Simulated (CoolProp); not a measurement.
Vapour-liquid equilibrium of n-octane (1) + m-xylene (2) at 2.51 bar; x and y are mole fractions of (1).

Computed with CoolProp (multi-fluid Helmholtz-energy mixture model, Beckmüller 2019 and Zhou 2012; pair parameters Bell 2016).

Q: Give the bubble temperature and the first vapour's composition at x = 0.65, 0.85, 0.95. Is there an azeotrope?

A: x = 0.65: 438.9 K, y = 0.709; x = 0.85: 436.5 K, y = 0.878; x = 0.95: 435.5 K, y = 0.960. No azeotrope shows between x = 0.05 and 0.95.

Pair parameters are fitted to limited data, so mixtures are less certain than the pure fluids.
